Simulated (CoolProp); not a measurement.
Vapour-liquid equilibrium of ethane (1) + n-butane (2) at 280.6 K; x and y are mole fractions of (1).

Model: multi-fluid Helmholtz-energy mixture model, Bücker 2006 and Bücker 2006; pair parameters Kunz 2012, in CoolProp.

```csv
x,bubble pressure (MPa),y at the bubble point,dew pressure at overall composition x (MPa),liquid density (mol/L)
0.05,0.2420,0.446,0.1428,10.36
0.2,0.5797,0.783,0.1691,10.87
0.35,0.9398,0.877,0.2072,11.39
0.5,1.318,0.922,0.2669,11.91
0.65,1.715,0.950,0.3742,12.39
0.8,2.144,0.971,0.6229,12.76
0.95,2.645,0.992,1.712,12.82
```

No azeotrope shows between x = 0.05 and 0.95.

The pair parameters rest on a limited set of measurements; away from them the model extrapolates.
